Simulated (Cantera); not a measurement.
A closed system holds: 1 mol SiCl4, 710 mol H2, at 873.15 K and 120 Torr.

Equilibrium computed with Cantera from the NASA thermochemical tables; the gas is ideal and each condensed phase is pure. Candidate condensed phases: Si; 19 gas species. Equilibrium is a limit: real reactors are often held back by kinetics, nucleation or transport.

Base state: H2 0.997, HCl 0.00145, SiHCl3 0.000693, SiCl4 0.000471, SiH2Cl2 9.30e-5 (mole fractions); condensed: Si(s).

Problem. What changes in the equilibrium state with this change: SiCl4 replaced by Si3H8?

Solution. 
| species | before | after |
|---|---|---|
| H2 | 0.997 | 1.00 |
| HCl | 0.00145 | 0 |
| SiHCl3 | 0.000693 | 0 |
| SiCl4 | 0.000471 | 0 |
| SiH2Cl2 | 9.30e-5 | 0 |
| Si(s), mol | 0.0988 | 3.00 |
The feed counts by its element totals alone.

Problem. What changes in the equilibrium state with this change: pressure from 120 Torr to 33.0 Torr?

Solution. 
| species | before | after |
|---|---|---|
| H2 | 0.997 | 0.997 |
| HCl | 0.00145 | 0.00202 |
| SiHCl3 | 0.000693 | 0.000512 |
| SiH2Cl2 | 9.30e-5 | 4.94e-5 |
| SiCl4 | 0.000471 | 0.000484 |
| Si(s), mol | 0.0988 | 0.247 |
